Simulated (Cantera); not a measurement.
A diamond (100) surface in a fixed gas of H2 with x(CH4) = 0.012, x(H) = 0.00078, x(CH3) = 1.3e-05, at 925 K; coverages are run to steady state.

Cantera simulation using the Harris–Goodwin 1993 mechanism for the reconstructed diamond (100) surface; the numbers are that mechanism's predictions, not measurements.

θ: site fractions in the mechanism's names (c6HH fully hydrogenated, c6H* and c6*H radical sites, c6** diradical, c6HM methylated).

```tsv
P (Pa)	growth (µm/h)	θ c6HH	θ c6H*	θ c6*H	θ c6**	θ c6HM
360	…	0.662	0.0120	0.310	0.00513	0.00835
640	…	0.661	0.0120	0.309	0.00512	0.00968
1100	…	0.660	0.0120	0.309	0.00511	0.0106
2000	…	0.660	0.0120	0.309	0.00511	0.0112
3700	…	0.659	0.0120	0.309	0.00511	0.0117
6600	…	0.659	0.0120	0.309	0.00511	0.0119
12000	…	0.659	0.0120	0.308	0.00511	0.0120
21000	…	0.659	0.0120	0.308	0.00511	0.0121
```

Some entries are withheld; supply them.


- 360, growth (µm/h): 0.0113
- 640, growth (µm/h): 0.0233
- 1100, growth (µm/h): 0.0438
- 2000, growth (µm/h): 0.0844
- 3700, growth (µm/h): 0.162
- 6600, growth (µm/h): 0.294
- 12000, growth (µm/h): 0.541
- 21000, growth (µm/h): 0.951
